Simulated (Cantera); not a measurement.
Feed: 1 mol CH3OH, 3.5 mol CO2, 72 mol H2, equilibrated at 2.80 bar.

These are equilibrium values from Cantera (NASA tables, ideal gas, pure condensed phases), not measurements of a reactor. Candidate condensed phases: C, C6H6, C7H8, C8H18, H2O; 110 gas species. Equilibrium is a limit: real reactors are often held back by kinetics, nucleation or transport.

x: gas mole fraction; nothing condenses.

```
T (°C)   x H2   x H2O     x CH4      x CO    x CO2       x H
------  -----  ------  --------  --------  -------  --------
577     0.821   0.114    0.0641  0.000385      ___  1.11e-11
652     0.828   0.107    0.0588   0.00420      ___  1.42e-10
727     0.852  0.0858    0.0403    0.0189  0.00273   1.25e-9
802     0.879  0.0619    0.0186    0.0380  0.00288   8.22e-9
877     0.893  0.0490   0.00619    0.0496      ___   4.21e-8
952     0.898  0.0447   0.00177    0.0539      ___   1.76e-7
1027    0.899  0.0436  0.000518    0.0553      ___   6.27e-7
```

Problem. Fill in the missing entries.

Solution. 
- 577, x CO2: 0.000164
- 652, x CO2: 0.00110
- 877, x CO2: 0.00229
- 952, x CO2: 0.00183
- 1027, x CO2: 0.00152
